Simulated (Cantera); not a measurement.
An isothermal, constant-pressure homogeneous reactor starts with C₂H₆ : N₂ = 1 : 130 (molar parts), at 1650 K and 1.78 atm.

Detailed kinetics in Cantera: GRI-Mech 3.0 (53 species, 325 reactions). GRI-Mech 3.0 stops at C3 and has no aromatics, soot or wall deposition, so with more carbon than oxygen in the feed, carbon stays in small species such as C2H2 where larger ones or solid carbon would form.

One state of this run: x C₂H₆ = 1.94e-8; x H₂ = 0.0147; x C₂H = 1.80e-8; x C₂H₄ = 1.42e-5; x H = 8.19e-6; x CH₄ = 0.000245. x: mole fraction; the columns are a selection and need not sum to one.

Task: Which value of t (s) does it belong to?
A) 0.0346
B) 0.206
C) 0.504
D) 1.23

Result: D, 1.23
